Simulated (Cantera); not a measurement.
Charge: 1 mol SiCl₄, a varied amount of H₂, 0.32 mol C₃H₈, at 2573 K and 0.470 bar.

Method: chemical equilibrium by Gibbs-energy minimisation in Cantera with the NASA 1993 tables (ideal gas, pure condensed phases). Candidate condensed phases: C, C₆H₆, C₇H₈, C₈H₁₈, Si, SiC; 109 gas species. The tables' values for SiCl are old estimates; treat these amounts as uncertain. Gases not in the tables: Si₂H₆ and higher silanes. The numbers say what is thermodynamically allowed, not how fast it happens.

Task: At 250 mol H₂, list the 4 most abundant gas species with their mole fractions, and the condensed phases.

Result: H₂ 0.931, H 0.0483, HCl 0.0146, Si 0.00274. Condensed: gas only.
